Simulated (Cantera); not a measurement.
An isothermal plug-flow reactor at 1150 K and 100000 Pa (inlet), inlet velocity 0.16 m/s, active area per volume 440 1/m; feed 3.35 % CH4, 1.43 % O2, 94.4 % N2, 0.801 % H2O, equivalence ratio 4.7.

Detailed kinetics in Cantera: Deutschmann's 1995 Pt surface mechanism with GRI-Mech 3.0 gas chemistry. Catalytic surfaces can have several steady states; this one follows from the mechanism file's or the stated starting coverage. Mass transfer to the wall is taken as infinitely fast.

One state of this run: x CH4 = 0.0152; x O2 = 0.000621; x H2O = 0.0171; x CO2 = 1.34e-5; x CO = 0.0176; θ free Pt = 0.0265; θ H* = 0.00112; θ CO* = 9.62e-5; θ C* = 0.972. x: gas mole fraction; θ: surface coverage.

Which value of z (m) does it belong to?
A) 0.013
B) 0.00061
C) 0.028
D) 0.0061

A, 0.013
